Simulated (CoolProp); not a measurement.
A single-stage vapour-compression cycle with the fluid: evaporating at 275.15 K (dew point), condensing at 308.15 K (bubble point), superheat 0 K, subcooling 2 K, compressor efficiency 0.85, no pressure losses. The same conditions are run with several fluids, on thermodynamics alone (safety and materials aside).

The numbers come from the reference Helmholtz-energy equation of state of each fluid (hydrogen chloride: Thol 2018; R507A: Lemmon 2003; R236EA: Rui 2013; CH2F2 (R32): Tillner-Roth 1997; cyclopentane: Gedanitz 2015; R134a: Tillner-Roth 1994) in CoolProp. Blends and air are pseudo-pure fits.

```csv
fluid,cooling COP,pressure ratio,discharge temperature (K),refrigerating effect (kJ/kg),volumetric capacity (kJ/m³)
hydrogen chloride,5.05,2.16,345.1,236,13900
R507A,5.57,2.49,314.4,115,3930
R236EA,6.12,3.38,308.2,129,758
CH2F2 (R32),5.88,2.53,338.2,254,5990
cyclopentane,6.57,3.95,323.3,367,178
R134a,6.07,2.82,315.5,154,2380
```

The compression ends wet for: R236EA.
